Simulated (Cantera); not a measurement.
A perfectly stirred reactor is fed with NH₃ : H₂ = 1 : 2.1 (molar parts), at 1.00 bar; it is held at 1575 K, and followed from long to short residence time.

Model: the gas-phase N/H chemistry of the illustrative SiF4/NH3 mechanism in the Surface Chemkin manual (1991), integrated in Cantera. Walls and surfaces, which speed up NH3 decomposition in real reactors, are not modelled.

Question: Predict: x(NH₃) at τ = 9.00 s; x(H₂) at τ = 9.00 s; x(N₂H₂) at τ = 9.00 s; x(N₂) at τ = 9.00 s; x(N) at τ = 9.00 s; x(NH₃) at τ = 0.110 s; x(H₂) at τ = 0.110 s; x(N₂H₂) at τ = 0.110 s; x(N₂) at τ = 0.110 s; x(N) at τ = 0.110 s.

Answer: 
| Property | Value |
|---|---|
| x(NH₃) at τ = 9.00 s | 0.252 |
| x(H₂) at τ = 9.00 s | 0.721 |
| x(N₂H₂) at τ = 9.00 s | 3.41e-8 |
| x(N₂) at τ = 9.00 s | 0.0267 |
| x(N) at τ = 9.00 s | 1.67e-9 |
| x(NH₃) at τ = 0.110 s | 0.321 |
| x(H₂) at τ = 0.110 s | 0.678 |
| x(N₂H₂) at τ = 0.110 s | 5.31e-8 |
| x(N₂) at τ = 0.110 s | 0.000486 |
| x(N) at τ = 0.110 s | 1.89e-9 |
